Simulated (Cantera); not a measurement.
Input (Python, Cantera) and output of one run.

```python
import numpy as np
import cantera as ct

gas_names = """
    C CO COS CO2 CS CS2 C2 C2O C3 C3O2 C4 C5 O O2 O3 S SO SO2 SO3 S2 S2O S8
""".split()
cond_names = """
    C(gr) S(cr1) S(cr2) S(L)
""".split()


def load(file, names, dense=False):
    # The tables refer to 1 bar. Condensed volumes are neglected.
    table = {s.name: s for s in ct.Species.list_from_file(file)}
    out = []
    for n in names:
        d = dict(table[n].input_data)
        d["thermo"] = dict(d["thermo"], **{"reference-pressure": 1e5})
        if dense:
            d["equation-of-state"] = {"model": "constant-volume", "density": "1e6 g/cm^3"}
        out.append(ct.Species.from_dict(d))
    return out


gas = ct.Solution(thermo="ideal-gas", species=load("nasa_gas.yaml", gas_names))
cond = {s.name: ct.Solution(thermo="fixed-stoichiometry", species=[s], name=s.name)
        for s in load("nasa_condensed.yaml", cond_names, dense=True)}
atoms = {
    'CS2': {'C': 1, 'S': 2},
    'O2': {'O': 2},
}
top_T = {'C(gr)': 4500}  # K; cautious upper limits of use, not melting points


def equilibrate(T, P, feed):
    n = {}
    for name, mol in feed.items():
        for a, k in atoms[name].items():
            n[a] = n.get(a, 0.0) + k * mol
    gas.TPX = T, P, n
    mass = sum(n.values()) * gas.mean_molecular_weight
    gas.equilibrate("TP")
    valid = [c for c in cond.values() if c.min_temp <= T <= top_T.get(c.name, c.max_temp)]
    mix = ct.Mixture([(gas, mass / gas.mean_molecular_weight)] + [(c, 0.0) for c in valid])
    mix.T, mix.P = T, P
    mix.equilibrate("TP", solver="vcs", rtol=1e-11, max_steps=5000)
    return mix


results = []
feed = {'CS2': 1, 'O2': 1.2}  # mol
P = 4300  # Pa
for T in [2475, 2550, 2625, 2700, 2775, 2850, 2925]:
    mix = equilibrate(T, P, feed)
    results.append((T, P, feed, dict(zip(mix.species_names, mix.species_moles))))

top = {s: max(r[3][s] / sum(r[3][g] for g in gas_names) for r in results) for s in gas_names}
cols = sorted((s for s in top if top[s] > 0.0001), key=lambda s: -top[s])[:9]
seen = [c for c in cond_names if any(r[3].get(c, 0) > 1e-12 for r in results)]
print("log10 of partial pressures in bar; condensed amounts in mol")
print(f"{'T/K':>10s}" + "".join(f"{s[:9]:>10s}" for s in cols + seen))
for T, P, feed, n in results:
    ng = sum(n[g] for g in gas_names)
    print(f"{T:10.4g}" + "".join(f"{np.log10(max(n[s] / ng * P / 1e5, 1e-99)):10.3f}" for s in cols)
          + "".join(f"{n.get(c, 0):10.4g}" for c in seen))
```

Output:

```
log10 of partial pressures in bar; condensed amounts in mol
       T/K        CO        SO         S        S2       SO2       CO2         O        O2       S2O
      2475    -1.818    -2.039    -2.473    -2.138    -2.200    -2.805    -4.371    -4.956    -4.065
      2550    -1.821    -2.000    -2.368    -2.197    -2.241    -2.872    -4.106    -4.743    -4.134
      2625    -1.826    -1.969    -2.274    -2.267    -2.285    -2.937    -3.855    -4.541    -4.211
      2700    -1.831    -1.945    -2.194    -2.347    -2.331    -2.997    -3.617    -4.348    -4.298
      2775    -1.838    -1.929    -2.125    -2.438    -2.380    -3.055    -3.390    -4.163    -4.394
      2850    -1.846    -1.921    -2.067    -2.540    -2.433    -3.109    -3.174    -3.986    -4.499
      2925    -1.854    -1.920    -2.019    -2.648    -2.491    -3.163    -2.971    -3.820    -4.613
```

Method: chemical equilibrium by Gibbs-energy minimisation in Cantera with the NASA 1993 tables (ideal gas, pure condensed phases).
